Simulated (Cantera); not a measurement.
Feed: 1 mol CCl4, held at 3573 K and 0.00250 bar.

Equilibrium computed with Cantera from the NASA thermochemical tables; the gas is ideal and each condensed phase is pure. The tables' values for CCl are old estimates; treat these amounts as uncertain. The numbers say what is thermodynamically allowed, not how fast it happens.

```json
[
 {"species": "Cl", "before": "0.826", "after": "0.998"},
 {"species": "Cl2", "before": "3.57e-6", "after": "0.00223"},
 {"species": "CCl", "before": "4.46e-5", "after": "1.27e-7"},
 {"species": "C", "before": "0.151", "after": "9.14e-8"},
 {"species": "C2", "before": "0.0137", "after": "9.51e-9"},
 {"species": "C3", "before": "0.00934", "after": "1.11e-7"},
 {"species": "C(graphite), mol", "before": "0", "after": "1.000"}
]
```
Gas species are given as mole fractions.

Problem. What was changed between the two runs?
(A) temperature from 3573 K to 2098.15 K
(B) temperature from 3573 K to 1773.15 K
(C) temperature from 3573 K to 625 K
(D) temperature from 3573 K to 2450 K

Solution. A, temperature from 3573 K to 2098.15 K
